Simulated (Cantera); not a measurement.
## Si + N₂O + H₂ + H₂O (thermal oxidation and active oxidation of silicon)

A closed system holds: 1 mol Si, a varied amount of N₂O, 140 mol H₂, 0.0097 mol H₂O, at 1123.15 K and 33.0 Pa.

Equilibrium computed with Cantera from the NASA thermochemical tables; the gas is ideal and each condensed phase is pure. Candidate condensed phases: H₂O, Si, SiO₂, Si₂N₂O, Si₃N₄; 35 gas species. Mutual solubility and eutectic melting of coexisting phases are not modelled. The numbers say what is thermodynamically allowed, not how fast it happens.

```
n(N₂O) (mol)  log p H₂  log p N₂  log p SiO  log p H₂O  log p H  log p NH₃  log p SiH₂  n Si(s)  n Si₂N₂O(s)  n SiO₂(β-quartz)
------------  --------  --------  ---------  ---------  -------  ---------  ----------  -------  -----------  ----------------
0.037            -3.48    -12.42      -7.64     -11.67    -9.11     -14.99      -12.13    0.916       0.0370                 0
0.057            -3.48    -12.42      -7.64     -11.67    -9.11     -14.99      -12.13    0.876       0.0570                 0
0.087            -3.48    -12.42      -7.64     -11.67    -9.11     -14.99      -12.13    0.816       0.0870                 0
0.13             -3.48    -12.42      -7.64     -11.67    -9.11     -14.99      -12.13    0.730        0.130                 0
0.21             -3.48    -12.42      -7.64     -11.67    -9.11     -14.99      -12.13    0.570        0.210                 0
0.31             -3.48    -12.42      -7.64     -11.67    -9.11     -14.99      -12.13    0.370        0.310                 0
0.48             -3.48    -12.42      -7.64     -11.67    -9.11     -14.99      -12.13   0.0303        0.480                 0
0.74             -3.48     -6.12      -9.51      -9.11    -9.11     -11.84        <-15        0        0.417             0.166
1.1              -3.48     -5.73      -9.65      -8.98    -9.11     -11.64        <-15        0        0.297             0.406
```
log p: log10 of the partial pressure in bar; n: condensed amount in mol.

From 0.037 mol N₂O to 0.48 mol N₂O the condensed part is Si(s) + Si₂N₂O(s). From 0.74 mol N₂O to 1.1 mol N₂O the condensed part is SiO₂(β-quartz) + Si₂N₂O(s). The main Si-bearing gas is SiO throughout.
